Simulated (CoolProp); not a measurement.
Vapour-liquid equilibrium of n-heptane (1) + o-xylene (2) at 0.312 MPa; x and y are mole fractions of (1).

The numbers come from the multi-fluid Helmholtz-energy mixture model, Span 2003 and Zhou 2012; pair parameters Bell 2016 in CoolProp.

```csv
x,bubble temperature (K),y at the bubble point,dew temperature at overall composition x (K),liquid density (mol/L)
0.05,?,0.139,463.9,6.743
0.2,447.8,0.428,457.9,6.602
0.35,438.7,0.606,451.4,6.438
0.5,431.7,?,444.2,6.264
0.65,425.9,0.826,436.3,6.087
0.8,421.0,0.906,?,5.913
0.95,416.5,0.977,?,5.744
```

Problem. Some entries are withheld; supply them.

Solution. 
- 0.05, bubble temperature (K): 460.4
- 0.5, y at the bubble point: 0.730
- 0.8, dew temperature at overall composition x (K): 427.5
- 0.95, dew temperature at overall composition x (K): 418.2

No azeotrope shows between x = 0.05 and 0.95.

The pair parameters rest on a limited set of measurements; away from them the model extrapolates.
